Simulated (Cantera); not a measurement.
An isothermal, constant-pressure homogeneous reactor starts with CH₄ : N₂ = 1 : 14 (molar parts), at 1748 K and 10.00 Torr.

Cantera simulation using GRI-Mech 3.0 (53 species, 325 reactions); the numbers are that mechanism's predictions, not measurements. GRI-Mech 3.0 stops at C3 and has no aromatics, soot or wall deposition, so with more carbon than oxygen in the feed, carbon stays in small species such as C2H2 where larger ones or solid carbon would form. Radical loss at walls, strong at low pressure, is not modelled.

One state of this run: x CH₄ = 0.00102; x C₂H₂ = 0.0307; x H = 0.000401; x C₂H = 9.32e-7; x C₂H₄ = 4.15e-6; x CH₂ = 4.09e-7; x H₂ = 0.0920. x: mole fraction; the columns are a selection and need not sum to one.

Q: Which value of t (s) does it belong to?
A) 0.669
B) 0.00737
C) 0.271
D) 1.65

A: D, 1.65
